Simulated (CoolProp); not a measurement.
The numbers come from the reference Helmholtz-energy equation of state, Lemmon 2006 in CoolProp. It is a short technical equation, of lower accuracy than the large ones.

Task: For R142b, give the phase and the cv (kJ/(kg K)), Joule-Thomson coefficient (K/MPa) at 178.1 K and 1240 kPa; 286.1 K and 1160 kPa.

Result: 
- 178.1 K and 1240 kPa: liquid; cv 0.715, Joule-Thomson coefficient -0.479
- 286.1 K and 1160 kPa: liquid; cv 0.859, Joule-Thomson coefficient -0.272
